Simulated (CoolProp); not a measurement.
Saturated liquid density (kg/m³) of R115: the reference equation beside estimates from Tc = 80.0 °C, pc = 3.129 MPa, ω = 0.248. Rackett uses Z = 0.29056 − 0.08775 ω.

The numbers come from the reference Helmholtz-energy equation of state, Lemmon 2016 in CoolProp.

| T (°C) | reference | Rackett | van der Waals | Soave-Redlich-Kwong | Peng-Robinson |
|---|---|---|---|---|---|
| -87.55 | 1707 | 1771 | 1064 | 1612 | 1815 |
| -81.95 | 1689 | 1753 | 1054 | 1597 | 1799 |
| -76.35 | 1671 | 1735 | 1043 | 1582 | 1783 |
| -70.75 | 1653 | 1716 | 1033 | 1566 | 1766 |
| -65.05 | 1634 | 1697 | 1022 | 1549 | 1748 |
| -59.45 | 1615 | 1678 | 1011 | 1532 | 1730 |
| -53.85 | 1597 | 1658 | 1000 | 1515 | 1711 |
| -48.25 | 1578 | 1638 | 988.6 | 1496 | 1691 |
| -42.65 | 1559 | 1618 | 976.8 | 1477 | 1670 |
| -37.05 | 1539 | 1597 | 964.7 | 1458 | 1649 |
| -31.45 | 1519 | 1576 | 952.2 | 1437 | 1626 |
| -25.85 | 1499 | 1554 | 939.4 | 1416 | 1603 |
| -20.25 | 1478 | 1532 | 926.2 | 1393 | 1578 |
| -14.65 | 1457 | 1510 | 912.6 | 1370 | 1552 |
| -9.05 | 1435 | 1486 | 898.5 | 1345 | 1525 |

Absolute difference from the reference over all 15 rows, mean and median: Rackett 3.8 and 3.8 %, van der Waals 37.4 and 37.4 %, Soave-Redlich-Kwong 5.4 and 5.3 %, Peng-Robinson 6.8 and 6.9 %.
